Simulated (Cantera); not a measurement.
## Premixed flame

A freely propagating, adiabatic, planar premixed flame of H₂ : O₂ : N₂ = 1 : 0.581 : 2.19 (molar parts), equivalence ratio 0.86, unburnt at 450 K and 1.00 bar; mixture-averaged transport, grid criteria slope 0.08 and curve 0.16, no radiation.

Computed with Cantera and the H2/O2 subset of GRI-Mech 3.0, which has no nitrogen chemistry. Burning velocities carry a grid error of a few per cent, more on coarse grids.

| z (mm) | T (K) | u (m/s) | x H₂ | x O₂ | x O | x HO₂ | x H₂O | x H |
|---|---|---|---|---|---|---|---|---|
| -1.22 | 450 | 3.82 | 0.265 | 0.154 | <1e-8 | <1e-8 | <1e-8 | <1e-8 |
| -0.811 | 450 | 3.82 | 0.265 | 0.154 | <1e-8 | <1e-8 | <1e-8 | <1e-8 |
| -0.609 | 450 | 3.82 | 0.265 | 0.154 | <1e-8 | <1e-8 | <1e-8 | <1e-8 |
| -0.406 | 450 | 3.82 | 0.265 | 0.154 | <1e-8 | 1.44e-7 | 5.09e-7 | <1e-8 |
| -0.203 | 465 | 3.91 | 0.257 | 0.155 | 2.36e-6 | 0.000145 | 0.000491 | 1.26e-5 |
| -0.101 | 712 | 5.80 | 0.218 | 0.151 | 0.000203 | 0.000285 | 0.0212 | 0.00301 |
| 0 | 1169 | 9.20 | 0.129 | 0.117 | 0.00404 | 0.000110 | 0.101 | 0.0225 |
| 0.101 | 1489 | 11.6 | 0.0550 | 0.0648 | 0.0104 | 5.13e-5 | 0.192 | 0.0378 |
| 0.203 | 1650 | 12.8 | 0.0345 | 0.0461 | 0.0120 | 3.15e-5 | 0.223 | 0.0359 |
| 0.406 | 1815 | 13.9 | 0.0290 | 0.0392 | 0.0106 | 2.11e-5 | 0.238 | 0.0263 |
| 0.811 | 1974 | 15.0 | 0.0248 | 0.0351 | 0.00791 | 1.40e-5 | 0.251 | 0.0165 |
| 1.62 | 2112 | 15.9 | 0.0191 | 0.0316 | 0.00527 | 8.76e-6 | 0.264 | 0.00913 |
| 3.25 | 2220 | 16.6 | 0.0130 | 0.0289 | 0.00316 | 5.47e-6 | 0.277 | 0.00438 |
x: mole fraction of selected species; z is measured from the peak of heat release.

```json
{
  "laminar_burning_velocity": "382 cm/s",
  "thermal_thickness": "0.406 mm",
  "peak x(O)": "0.0120",
  "peak x(HO₂)": "0.000408",
  "peak x(H)": "0.0383",
  "grid_points": "110"
}
```
